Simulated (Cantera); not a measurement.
A Cantera script and its output.

```python
import numpy as np
import cantera as ct

gas = ct.Solution("gri30.yaml")


def delay(T, t_max=10):
    gas.TPX = T, 210000, {'CH4': 1, 'O2': 1.11, 'N2': 3.33}
    reactor = ct.IdealGasReactor(gas, clone=False)
    net = ct.ReactorNet([reactor])
    net.rtol, net.atol = 1e-8, 1e-16
    while net.time < t_max:
        t_old, T_old = net.time, reactor.T
        net.step()
        if reactor.T > T + 400:  # ignition: a rise of 400 K
            return t_old + (T + 400 - T_old) / (reactor.T - T_old) * (net.time - t_old)
    return np.nan


taus = []
for T in [1300, 1375, 1450, 1525, 1600, 1675, 1750, 1825]:
    taus.append(delay(T))
    print(f"T0 = {T:6g} K   tau = {taus[-1]:.4e} s")
```

Result:

```
T0 =   1300 K   tau = 6.7109e-03 s
T0 =   1375 K   tau = 2.6888e-03 s
T0 =   1450 K   tau = 1.1434e-03 s
T0 =   1525 K   tau = 5.1682e-04 s
T0 =   1600 K   tau = 2.4968e-04 s
T0 =   1675 K   tau = 1.2951e-04 s
T0 =   1750 K   tau = 7.2083e-05 s
T0 =   1825 K   tau = 4.2821e-05 s
```

Cantera simulation using GRI-Mech 3.0 (53 species, 325 reactions); the numbers are that mechanism's predictions, not measurements.
